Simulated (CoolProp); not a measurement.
Dimethyl carbonate along the isotherm 59.35 °C: Z from the reference equation and from simpler models built on Tc = 283.9 °C, pc = 4.909 MPa, ω = 0.346; each cubic takes its own stable root.

Model: reference Helmholtz-energy equation of state, Zhou 2011, in CoolProp.

| p (MPa) | phase | reference | van der Waals | Soave-Redlich-Kwong |
|---|---|---|---|---|
| 0.0388 | liquid | 0.001243 | 0.9922 | 0.001395 |
| 0.057 | liquid | 0.001826 | 0.9886 | 0.002049 |
| 0.0836 | liquid | 0.002678 | 0.9831 | 0.003006 |
| 0.123 | liquid | 0.003940 | 0.9750 | 0.004422 |
| 0.18 | liquid | 0.005766 | (withheld) | 0.006471 |
| 0.264 | liquid | 0.008456 | 0.9447 | 0.009489 |
| 0.388 | liquid | 0.01243 | 0.9163 | 0.01394 |
| 0.57 | liquid | 0.01825 | 0.03147 | 0.02048 |
| 0.836 | liquid | 0.02676 | 0.04609 | 0.03002 |
| 1.23 | liquid | 0.03935 | 0.06767 | 0.04415 |
| 1.8 | liquid | 0.05755 | 0.09876 | 0.06455 |
| 2.64 | liquid | (withheld) | 0.1443 | 0.09455 |
| 3.88 | liquid | 0.1238 | 0.2109 | 0.1387 |
| 5.7 | liquid | 0.1814 | 0.3075 | 0.2032 |
| 8.36 | liquid | 0.2653 | 0.4467 | 0.2970 |
| 12.3 | liquid | 0.3887 | (withheld) | 0.4348 |

What belongs in the gaps?


- 0.18, van der Waals: 0.9630
- 2.64, reference: 0.08432
- 12.3, van der Waals: 0.6490

At some of these states van der Waals gives the other phase, because its saturation line lies elsewhere.
